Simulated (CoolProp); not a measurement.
Computed with CoolProp (reference Helmholtz-energy equation of state, Span 2000).

Question: For nitrogen, give the phase and the cp (kJ/(kg K)), expansivity (1/kK), conductivity (mW/(m K)) at 242.1 K and 14.6 MPa; 581.1 K and 11.5 MPa.

Answer: 
- 242.1 K and 14.6 MPa: supercritical; cp 1.43, expansivity 5.99, conductivity 33.3
- 581.1 K and 11.5 MPa: supercritical; cp 1.11, expansivity 1.71, conductivity 46.4

Thermal conductivity comes from a separate model (Lemmon 2004).
